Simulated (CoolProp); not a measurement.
Vapour-liquid equilibrium of R143a (1) + propane (2) at 950 kPa; x and y are mole fractions of (1).

Computed with CoolProp (multi-fluid Helmholtz-energy mixture model, Lemmon and Jacobsen 2000 and Lemmon 2009; pair parameters Bell 2016).

```json
[
 {"x": "0.05", "bubble temperature (K)": "293.6", "y at the bubble point": "0.132", "dew temperature at overall composition x (K)": "296.4", "liquid density (mol/L)": "11.24"},
 {"x": "0.2", "bubble temperature (K)": "286.2", "y at the bubble point": "0.353", "dew temperature at overall composition x (K)": "291.2", "liquid density (mol/L)": "11.30"},
 {"x": "0.35", "bubble temperature (K)": "283.2", "y at the bubble point": "0.465", "dew temperature at overall composition x (K)": "286.3", "liquid density (mol/L)": "11.28"},
 {"x": "0.5", "bubble temperature (K)": "282.0", "y at the bubble point": "0.547", "dew temperature at overall composition x (K)": "282.5", "liquid density (mol/L)": "11.29"},
 {"x": "0.65", "bubble temperature (K)": "281.8", "y at the bubble point": "0.631", "dew temperature at overall composition x (K)": "281.9", "liquid density (mol/L)": "11.35"},
 {"x": "0.8", "bubble temperature (K)": "282.8", "y at the bubble point": "0.742", "dew temperature at overall composition x (K)": "283.7", "liquid density (mol/L)": "11.45"},
 {"x": "0.95", "bubble temperature (K)": "285.9", "y at the bubble point": "0.917", "dew temperature at overall composition x (K)": "286.6", "liquid density (mol/L)": "11.55"}
]
```

y crosses x between x = 0.5 and 0.65: the model has an azeotrope there.

The pair parameters rest on a limited set of measurements; away from them the model extrapolates.
